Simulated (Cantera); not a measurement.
Thermodynamics of aluminium nitride and oxide growth, feed Al(CH3)3 + N2O + H2

Input: 1 mol Al(CH3)3, 5.8 mol N2O, 320 mol H2, held at 0.100 bar.

These are equilibrium values from Cantera (NASA tables, ideal gas, pure condensed phases), not measurements of a reactor. Candidate condensed phases: Al, AlN, Al2O3, C, C6H6, C7H8, C8H18, H2O; 148 gas species. The feed counts by its element totals alone. Equilibrium is a limit: real reactors are often held back by kinetics, nucleation or transport.

From 625 K to 1525 K the condensed part is Al2O3(s).

```csv
T (K),x H2,x N2,x H2O,x CH4,x CO,x NH3,x CO2,x H,n Al2O3(s)
625,0.960,0.0176,0.0131,0.00917,4.07e-8,0.000343,1.15e-8,<1e-12,0.500
775,0.960,0.0177,0.0130,0.00901,0.000143,4.85e-5,9.75e-6,3.07e-12,0.500
925,0.967,0.0175,0.00665,0.00282,0.00615,1.25e-5,8.56e-5,8.10e-10,0.500
1075,0.970,0.0174,0.00398,0.000116,0.00885,4.61e-6,3.90e-5,4.57e-8,0.500
1225,0.970,0.0174,0.00388,5.44e-6,0.00897,2.15e-6,2.45e-5,9.70e-7,0.500
1375,0.970,0.0174,0.00388,4.83e-7,0.00898,1.18e-6,1.74e-5,1.07e-5,0.500
1525,0.970,0.0174,0.00389,6.92e-8,0.00899,7.24e-7,1.34e-5,7.37e-5,0.500
```
x: gas mole fraction; n: condensed amount in mol.
